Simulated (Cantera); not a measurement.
## Boron, boron nitride and boron oxide: B₂H₆ + O₂ + H₂

A closed system holds: 1 mol B₂H₆, a varied amount of O₂, 4.4 mol H₂, at 2127 °C and 750 Torr.

Method: chemical equilibrium by Gibbs-energy minimisation in Cantera with the NASA 1993 tables (ideal gas, pure condensed phases). Candidate condensed phases: B, B₂O₃, B₃O₃H₃, H₂O; 23 gas species. The feed counts by its element totals alone. The tables' values for BH₂ are old estimates; treat these amounts as uncertain. Gases not in the tables: B₂H₆ and higher boranes. Equilibrium is a limit: real reactors are often held back by kinetics, nucleation or transport.

At 0.7 mol O₂ the condensed part is B(l). From 1.1 mol O₂ to 8.5 mol O₂ nothing is condensed. The main B-bearing gas is HBO at 0.7 mol O₂ and HBO₂ at 8.5 mol O₂.

| n(O₂) (mol) | log p H₂ | log p H₂O | log p O₂ | log p HBO₂ | log p HBO | log p B₂O₃ | log p B₂O₂ | log p OH | log p BO | log p H | n B(l) |
|---|---|---|---|---|---|---|---|---|---|---|---|
| 0.7 | -0.08 | -3.97 | <-12 | -3.13 | -0.98 | -3.03 | -1.67 | -6.47 | -1.73 | -1.84 | 0.588 |
| 1.1 | -0.10 | -2.97 | -10.62 | -2.04 | -0.93 | -1.87 | -1.54 | -5.45 | -1.66 | -1.85 | 0 |
| 1.6 | -0.11 | -1.68 | -8.04 | -1.13 | -1.31 | -1.33 | -2.29 | -4.16 | -2.04 | -1.85 | 0 |
| 2.4 | -0.19 | -0.85 | -6.20 | -0.80 | -1.90 | -1.51 | -3.39 | -3.29 | -2.58 | -1.89 | 0 |
| 3.7 | -0.46 | -0.38 | -4.73 | -0.70 | -2.54 | -1.78 | -4.40 | -2.68 | -3.09 | -2.03 | 0 |
| 5.6 | -1.92 | -0.15 | -1.36 | -0.70 | -4.22 | -2.01 | -6.31 | -1.73 | -4.05 | -2.76 | 0 |
| 8.5 | -2.43 | -0.27 | -0.57 | -0.84 | -4.75 | -2.15 | -6.85 | -1.59 | -4.31 | -3.01 | 0 |
log p: log10 of the partial pressure in bar; n: condensed amount in mol.
